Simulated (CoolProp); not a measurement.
Computed with CoolProp (reference Helmholtz-energy equation of state, Lemmon and Jacobsen 2000).

Give the vapour pressure (kPa), vapour Z, liquid viscosity (µPa s), vapour viscosity (µPa s) of saturated R143a at 244.8 K.


```json
[
 {"T (K)": "244.8", "p (kPa)": "229", "vapour Z": "0.916", "liquid viscosity (µPa s)": "183", "vapour viscosity (µPa s)": "9.16"}
]
```

Viscosity comes from a separate model (Klein 1997), an estimate that may be off by 10 % or more.
